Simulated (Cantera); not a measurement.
# Equilibrium for iron carbonyl, mercury and lead vapours: Fe(CO)5 + O2 + N2

A closed system holds: 1 mol Fe(CO)5, 0.028 mol O2, 0.72 mol N2, at 248 Torr.

Equilibrium computed with Cantera from the NASA thermochemical tables; the gas is ideal and each condensed phase is pure. Candidate condensed phases: C, Fe, Fe(CO)5, FeO, Fe2O3, Fe3O4; 27 gas species. Condensed phases not in the tables: cementite and carbon dissolved in iron. The numbers say what is thermodynamically allowed, not how fast it happens.

```json
[
 {"T (K)": "1025", "x CO": "0.795", "x N2": "0.134", "x CO2": "0.0717", "n C(graphite)": "0.330", "n Fe(α)": "1.00", "n Fe(γ)": "0"},
 {"T (K)": "1050", "x CO": "0.822", "x N2": "0.131", "x CO2": "0.0476", "n C(graphite)": "0.207", "n Fe(α)": "1.00", "n Fe(γ)": "0"},
 {"T (K)": "1075", "x CO": "0.840", "x N2": "0.129", "x CO2": "0.0316", "n C(graphite)": "0.121", "n Fe(α)": "1.00", "n Fe(γ)": "0"},
 {"T (K)": "1100", "x CO": "0.852", "x N2": "0.127", "x CO2": "0.0211", "n C(graphite)": "0.0635", "n Fe(α)": "1.00", "n Fe(γ)": "0"},
 {"T (K)": "1125", "x CO": "0.859", "x N2": "0.126", "x CO2": "0.0142", "n C(graphite)": "0.0251", "n Fe(α)": "1.00", "n Fe(γ)": "0"},
 {"T (K)": "1150", "x CO": "0.864", "x N2": "0.126", "x CO2": "0.00979", "n C(graphite)": "0", "n Fe(α)": "1.00", "n Fe(γ)": "0"},
 {"T (K)": "1175", "x CO": "0.864", "x N2": "0.126", "x CO2": "0.00979", "n C(graphite)": "0", "n Fe(α)": "1.00", "n Fe(γ)": "0"},
 {"T (K)": "1200", "x CO": "0.864", "x N2": "0.126", "x CO2": "0.00979", "n C(graphite)": "0", "n Fe(α)": "0", "n Fe(γ)": "1.00"},
 {"T (K)": "1225", "x CO": "0.864", "x N2": "0.126", "x CO2": "0.00979", "n C(graphite)": "0", "n Fe(α)": "0", "n Fe(γ)": "1.00"}
]
```
x: gas mole fraction; n: condensed amount in mol.

From 1025 K to 1125 K the condensed part is C(graphite) + Fe(α). From 1150 K to 1175 K the condensed part is Fe(α). From 1200 K to 1225 K the condensed part is Fe(γ).
